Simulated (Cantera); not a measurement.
Input: 1 mol SiCl4, 0.81 mol O3, held at 1077 °C.

Cantera equilibrium calculation (NASA polynomials, part measured and part estimated; ideal gas, pure solids and liquids). Candidate condensed phases: Si, SiO2; 15 gas species. The tables hold silica as quartz up to 1696 K and as liquid above; real silica turns to tridymite and cristobalite and melts near 1996 K. Equilibrium is a limit: real reactors are often held back by kinetics, nucleation or transport.

log p: log10 of the partial pressure in bar; n: condensed amount in mol.

| P (Pa) | log p Cl2 | log p Cl | log p O2 | log p ClO | n SiO2(β-quartz) |
|---|---|---|---|---|---|
| 5 | -5.31 | -4.37 | -5.55 | ? | 1.00 |
| 36 | -3.91 | -3.67 | -4.61 | ? | 1.00 |
| 260 | -2.79 | -3.12 | -3.67 | ? | 1.000 |
| 1900 | -1.83 | -2.63 | -2.76 | ? | 1.000 |
| 14000 | -0.92 | -2.18 | -1.88 | ? | 1.000 |
| 100000 | -0.05 | -1.75 | -1.02 | ? | 1.000 |

Q: Fill in the missing entries.

A: 
- 5, log p ClO: -8.67
- 36, log p ClO: -7.50
- 260, log p ClO: -6.47
- 1900, log p ClO: -5.53
- 14000, log p ClO: -4.64
- 100000, log p ClO: -3.77
